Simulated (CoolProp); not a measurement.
Vapour-liquid equilibrium of R134a (1) + cyclopropane (2) at 66.75 °C; x and y are mole fractions of (1).

Values from CoolProp's multi-fluid Helmholtz-energy mixture model, Tillner-Roth 1994 and Polt 1992; pair parameters Bell 2016. This equation is an older, rougher fit; its heat capacities, sound speeds and derivatives of the liquid may be far off and weren't checked against measurements.

| x | bubble pressure (MPa) | y at the bubble point | dew pressure at overall composition x (MPa) | liquid density (mol/L) |
|---|---|---|---|---|
| 0.05 | 2.089 | 0.095 | 2.017 | 12.66 |
| 0.2 | 2.372 | 0.276 | 2.257 | 11.78 |
| 0.35 | 2.501 | 0.394 | 2.462 | 11.05 |
| 0.5 | 2.534 | 0.495 | 2.534 | 10.51 |
| 0.65 | 2.483 | 0.603 | 2.439 | 10.17 |
| 0.8 | 2.338 | 0.736 | 2.251 | 10.01 |
| 0.95 | 2.080 | 0.920 | 2.037 | 9.957 |

y crosses x between x = 0.35 and 0.5: the model has an azeotrope there.

Pair parameters are fitted to limited data, so mixtures are less certain than the pure fluids.
